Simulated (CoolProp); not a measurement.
Saturated liquid density (kg/m³) of R1224YDZ: the reference equation beside estimates from Tc = 155.5 °C, pc = 3.334 MPa, ω = 0.325. Rackett uses Z = 0.29056 − 0.08775 ω.

Values from CoolProp's reference Helmholtz-energy equation of state, Akasaka 2023.

| T (°C) | reference | Rackett | van der Waals |
|---|---|---|---|
| 69.25 | 1226 | 1237 | 716.9 |
| 71.95 | 1217 | 1227 | 711.5 |
| 74.55 | 1208 | 1218 | 706.1 |
| 77.25 | 1199 | 1208 | 700.5 |
| 79.85 | 1190 | 1199 | 694.9 |
| 82.55 | 1180 | 1189 | 689.0 |
| 85.15 | 1170 | 1179 | 683.3 |
| 87.85 | 1160 | 1168 | 677.2 |
| 90.55 | 1150 | 1158 | 670.9 |
| 93.15 | 1139 | 1147 | 664.8 |
| 95.85 | 1129 | 1136 | 658.3 |
| 98.45 | 1118 | 1125 | 651.9 |
| 101.15 | 1107 | 1114 | 645.1 |
| 103.75 | 1095 | 1102 | 638.3 |
| 106.45 | 1083 | 1090 | 631.2 |

Absolute difference from the reference over all 15 rows, mean and median: Rackett 0.7 and 0.7 %, van der Waals 41.6 and 41.6 %.
